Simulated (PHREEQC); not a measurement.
Solution (25 °C): 0.0014 mol KHCO3 and 0.0022 mol Na2HPO4 per kg of water. Closed to the air; pH follows from the charge balance.

Equilibrium calculation in PHREEQC: ion-association model, phreeqc.dat.

Each row changes one thing in this solution. Precipitation was switched off in this run.

| case | pH | ionic strength (mol/kgw) | HPO4-2 (mol/kgw) | HCO3- (mol/kgw) | H2PO4- (mol/kgw) | CO3-2 (mol/kgw) |
|---|---|---|---|---|---|---|
| as made | 8.73 | 0.00796 | 0.00213 | 0.00135 | 4.86e-5 | 4.44e-5 |
| Na2HPO4 from 0.0022 to 0.00198 mol/kgw | 8.71 | 0.00730 | 0.00192 | 0.00135 | 4.58e-5 | 4.25e-5 |
| 0.00014 mol/kgw TMAH added | 9.22 | 0.00822 | 0.00216 | 0.00126 | 1.59e-5 | 0.000129 |
| diluted 2-fold with water | 8.74 | 0.00399 | 0.00107 | 0.000675 | 2.56e-5 | 2.12e-5 |
| diluted 100-fold with water | 8.25 | 7.83e-5 | 2.02e-5 | 1.37e-5 | 1.77e-6 | 1.18e-7 |
| KHCO3 from 0.0014 to 0.014 mol/kgw | 8.34 | 0.0206 | 0.00206 | 0.0136 | 0.000100 | 0.000209 |
| KHCO3 from 0.0014 to 0.0028 mol/kgw | 8.60 | 0.00936 | 0.00212 | 0.00271 | 6.33e-5 | 6.81e-5 |
| Na2HPO4 replaced by KH2PO4 at the same molality | 6.58 | 0.00409 | 0.000495 | 0.000903 | 0.00170 | 1.98e-7 |

(CH3)4N+ isn't in the database: it is added as a free cation with an ion size of 4 Å.
